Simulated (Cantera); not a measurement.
Input: 1 mol SiHCl3, a varied amount of C2H4, 27 mol H2, held at 1477 °C and 0.00380 bar.

Cantera equilibrium calculation (NASA polynomials, part measured and part estimated; ideal gas, pure solids and liquids). Candidate condensed phases: C, C6H6, C7H8, C8H18, Si, SiC; 109 gas species. Mutual solubility and eutectic melting of coexisting phases are not modelled. Gases not in the tables: Si2H6 and higher silanes. Rates play no part.

Q: Which condensed phases are stable at each of these points (n(C2H4) (mol)): 0.02, 0.03, 0.045, 0.067, 0.1, 0.15, 0.22, 0.33, 0.5, 0.74?

A: 
```csv
n(C2H4) (mol),condensed phases,Si condensed (%)
0.02,Si(l) + SiC(s),48.3
0.03,Si(l) + SiC(s),48.3
0.045,Si(l) + SiC(s),48.3
0.067,Si(l) + SiC(s),48.3
0.1,Si(l) + SiC(s),48.4
0.15,Si(l) + SiC(s),48.5
0.22,Si(l) + SiC(s),48.6
0.33,SiC(s),66.0
0.5,C(graphite) + SiC(s),97.9
0.74,C(graphite) + SiC(s),97.9
```

From 0.02 mol C2H4 to 0.22 mol C2H4 the condensed part is Si(l) + SiC(s). At 0.33 mol C2H4 the condensed part is SiC(s). From 0.5 mol C2H4 to 0.74 mol C2H4 the condensed part is C(graphite) + SiC(s).
